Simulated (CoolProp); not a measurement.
Vapour-liquid equilibrium of R143a (1) + fluoroethane (R161) (2) at -81.05 °C; x and y are mole fractions of (1).

Model: multi-fluid Helmholtz-energy mixture model, Lemmon and Jacobsen 2000 and Wu 2012; pair parameters Bell 2016, in CoolProp.

```
x     bubble pressure, mixture model (MPa)  bubble pressure, Raoult's law (MPa)  y, mixture model  y, Raoult's law
----  ------------------------------------  -----------------------------------  ----------------  ---------------
0.05                              0.008466                             0.008380             0.096            0.087
0.2                               0.009613                             0.009367             0.325            0.312
0.35                               0.01065                              0.01035             0.500            0.495
0.5                                0.01162                              0.01134             0.642            0.645
0.65                               0.01255                              0.01233             0.763            0.771
0.8                                0.01345                              0.01331             0.871            0.879
0.95                               0.01434                              0.01430             0.969            0.972
```

The largest gap from Raoult's law is +2.9 % in bubble pressure, at x = 0.35. No azeotrope shows between x = 0.05 and 0.95.

The pair parameters rest on a limited set of measurements; away from them the model extrapolates.
